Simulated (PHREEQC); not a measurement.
A solution holds 0.23 mol/kgw HF, 0.00017 mol/kgw KF, 9.3e-07 mol/kgw H4SiO4 and 0.013 mol/kgw H2SO4, at 20 °C and 100 atm. Closed to the air; pH follows from the charge balance.

Model: ion-association model, phreeqc.dat, run in PHREEQC.

This is a speciation only: nothing precipitates in the calculation.

### Question
Estimate the pH, ionic strength.

### Answer
pH 1.57; ionic strength 0.0371 mol/kgw.

### Question
In which forms is K present?

### Answer
K+ 98 %, KSO4- 1.7 % of the K.

Under pressure, the constants of complexes without a molar volume in the database are unreliable. SiF6-2 is the database's only silicon fluoride.
